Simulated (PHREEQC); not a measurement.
## Arsenic or selenium liquor: an equilibrium model

Solution (25 °C): 0.0078 mol H3AsO4 and 0.0021 mol CaCl2 per kg of water. Closed to the air; pH follows from the charge balance.

The numbers come from PHREEQC with the ion-association model, wateq4f.dat.

Each row changes one thing in this solution. This is a speciation only: nothing precipitates in the calculation.

```json
[
 {"case": "as made", "pH": "2.39", "ionic strength (mol/kgw)": "0.0108"},
 {"case": "H3AsO4 left out", "pH": "6.99", "ionic strength (mol/kgw)": "0.00630"},
 {"case": "CaCl2 left out", "pH": "2.38", "ionic strength (mol/kgw)": "0.00441"},
 {"case": "temperature from 25 to 65 °C", "pH": "2.43", "ionic strength (mol/kgw)": "0.0104"},
 {"case": "temperature from 25 to 10 °C", "pH": "2.37", "ionic strength (mol/kgw)": "0.0110"},
 {"case": "H3AsO4 from 0.0078 to 0.0156 mol/kgw", "pH": "2.19", "ionic strength (mol/kgw)": "(withheld)"},
 {"case": "diluted 10-fold with water", "pH": "(withheld)", "ionic strength (mol/kgw)": "0.00132"},
 {"case": "H3AsO4 from 0.0078 to 0.00858 mol/kgw", "pH": "2.36", "ionic strength (mol/kgw)": "0.0111"},
 {"case": "H3AsO4 from 0.0078 to 0.0039 mol/kgw", "pH": "2.61", "ionic strength (mol/kgw)": "0.00900"}
]
```

Question: Complete the blanks.

Answer: 
- H3AsO4 from 0.0078 to 0.0156 mol/kgw, ionic strength (mol/kgw): 0.0135
- diluted 10-fold with water, pH: 3.18

Species that the database lacks are ignored. At this temperature some constants are extrapolated from 25 °C, and those without enthalpy data are left unchanged. The database has no arsenate complexes of Ca.
